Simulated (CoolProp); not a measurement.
Computed with CoolProp (reference Helmholtz-energy equation of state, Akasaka 2015).

**Question.** Give the vapour pressure (MPa), vapour density (kg/m³), surface tension (mN/m), vapour viscosity (µPa s) of saturated R245fa at 327.3, 333.5, 336.6 K.

**Answer.** 
```tsv
T (K)	p (MPa)	vapour density (kg/m³)	surface tension (mN/m)	vapour viscosity (µPa s)
327.3	0.390	21.5	9.97	13.1
333.5	0.467	25.7	9.21	13.4
336.6	0.510	28.0	8.84	13.5
```

Viscosity comes from a separate model (Bell 2016), an estimate that may be off by 10 % or more. Surface tension comes from a separate correlation (Mulero 2012).
